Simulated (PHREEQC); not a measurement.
Acid mine or pickling water: speciation

A made-up water analysis in mg/L, 85 °C, pH 2.2, pe 8.5:

```
constituent  mg/L
-----------  ----
Na           1650
K            13.4
Ca           43.1
Mg           49.9
Cl            712
S(6) as SO4  5260
Al            433
Si as SiO2   1.94
```

Na is adjusted to close the charge balance.
Valence states are taken as typed.

Computed with PHREEQC (ion-association model, phreeqc.dat).

Each row changes one thing in this solution. No solid was allowed to form.

```json
[
 {"case": "as made", "ionic strength (mol/kgw)": "0.0979", "HSO4- (mol/kgw)": "0.0198", "SO4-2 (mol/kgw)": "0.0155", "AlSO4+ (mol/kgw)": "0.0118", "Al(SO4)2- (mol/kgw)": "0.00242", "Al+3 (mol/kgw)": "0.00193", "SI of Gypsum (CaSO4:2H2O)": "-1.13", "SI of Quartz (SiO2)": "-1.23"},
 {"case": "Ca from 43.1 to 21.6 mg/L", "ionic strength (mol/kgw)": "0.0979", "HSO4- (mol/kgw)": "0.0199", "SO4-2 (mol/kgw)": "0.0155", "AlSO4+ (mol/kgw)": "0.0118", "Al(SO4)2- (mol/kgw)": "…", "Al+3 (mol/kgw)": "0.00192", "SI of Gypsum (CaSO4:2H2O)": "-1.43", "SI of Quartz (SiO2)": "-1.23"},
 {"case": "temperature from 85 to 65 °C at the same typed pH", "ionic strength (mol/kgw)": "0.105", "HSO4- (mol/kgw)": "…", "SO4-2 (mol/kgw)": "0.0196", "AlSO4+ (mol/kgw)": "0.0116", "Al(SO4)2- (mol/kgw)": "…", "Al+3 (mol/kgw)": "0.00171", "SI of Gypsum (CaSO4:2H2O)": "-1.12", "SI of Quartz (SiO2)": "…"}
]
```

**Question.** Fill in the missing entries.

**Answer.** 
- Ca from 43.1 to 21.6 mg/L, Al(SO4)2- (mol/kgw): 0.00243
- temperature from 85 to 65 °C at the same typed pH, HSO4- (mol/kgw): 0.0145
- temperature from 85 to 65 °C at the same typed pH, Al(SO4)2- (mol/kgw): 0.00287
- temperature from 85 to 65 °C at the same typed pH, SI of Quartz (SiO2): -1.01

At this temperature some constants are extrapolated from 25 °C, and those without enthalpy data are left unchanged.
